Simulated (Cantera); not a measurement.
An isothermal, constant-pressure homogeneous reactor starts with 1.56 % CH4, 0.634 % O2, 97.5 % N2, 0.293 % H2O, at 1573 K and 80000 Pa.

Computed with Cantera and GRI-Mech 3.0 (53 species, 325 reactions).

x: mole fraction; the columns are a selection and need not sum to one.

```csv
t (s),x CH4,x O2,x HCN,x CO2,x C2H,x NO
6.00e-6,0.0156,0.00634,<1e-12,<1e-12,<1e-12,<1e-12
2.28e-5,0.0156,0.00634,<1e-12,2.22e-12,<1e-12,<1e-12
8.68e-5,0.0156,0.00634,<1e-12,6.33e-11,<1e-12,<1e-12
0.000330,0.0156,0.00634,<1e-12,2.07e-9,<1e-12,<1e-12
0.00126,0.0155,0.00633,<1e-12,8.51e-8,<1e-12,<1e-12
0.00478,0.0151,0.00622,3.62e-11,3.21e-6,7.91e-12,2.13e-11
0.0182,0.00869,0.00360,?,0.000155,7.03e-9,8.14e-9
0.0691,0.00338,8.91e-5,?,0.000454,4.95e-9,2.89e-8
0.263,0.00259,3.18e-7,?,0.000591,3.75e-9,2.06e-8
1.00,0.00151,2.24e-12,?,0.000782,4.18e-9,1.35e-8
```

**Question.** Fill in the missing entries.

**Answer.** 
- 0.0182, x HCN: 4.24e-8
- 0.0691, x HCN: 5.47e-7
- 0.263, x HCN: 6.17e-7
- 1.00, x HCN: 7.39e-7
